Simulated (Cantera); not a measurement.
An adiabatic, constant-pressure homogeneous reactor starts with 17.4 % CH₄, 17.4 % O₂, 65.3 % N₂, at 1448 K and 101000 Pa.

Cantera simulation using GRI-Mech 3.0 (53 species, 325 reactions); the numbers are that mechanism's predictions, not measurements.

Task: Predict: time of steepest temperature rise; temperature at 0.300 s; equilibrium temperature; x(O₂) at 0.300 s; x(HCO) at 0.300 s; x(H₂O) at 0.300 s.

Result: 
```json
{
 "time_of_steepest_temperature_rise": "2.83 ms",
 "temperature at 0.300 s": "2465 K",
 "equilibrium_temperature": "2465 K",
 "x(O₂) at 0.300 s": "1.61e-5 (gas-phase equilibrium 1.61e-5)",
 "x(HCO) at 0.300 s": "1.70e-7 (gas-phase equilibrium 1.70e-7)",
 "x(H₂O) at 0.300 s": "0.128 (gas-phase equilibrium 0.128)"
}
```
